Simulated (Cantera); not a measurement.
Feed: 1 mol MgCO3, 0.022 mol C, 1.3 mol H2O, equilibrated at 850 K and 1.33 mbar.

Equilibrium computed with Cantera from the NASA thermochemical tables; the gas is ideal and each condensed phase is pure. Candidate condensed phases: C, C6H6, C7H8, C8H18, H2O, Mg, MgCO3, MgO, Mg(OH)2; 116 gas species. The numbers say what is thermodynamically allowed, not how fast it happens.

Base state: H2O 0.545, CO2 0.436, H2 0.0150, CO 0.00394 (mole fractions); condensed: MgO(s).

What changes in the equilibrium state with this change: temperature from 850 K to 1275 K?


```csv
species,before,after
H2O,0.545,0.552
CO2,0.436,0.429
CO,0.00394,0.0107
H2,0.0150,0.00826
"MgO(s), mol",1.00,1.00
```

What changes in the equilibrium state with this change: C from 0.022 to 0.012 mol?


| species | before | after |
|---|---|---|
| H2O | 0.545 | 0.554 |
| CO2 | 0.436 | 0.436 |
| H2 | 0.0150 | 0.00826 |
| CO | 0.00394 | 0.00213 |
| MgO(s), mol | 1.00 | 1.00 |
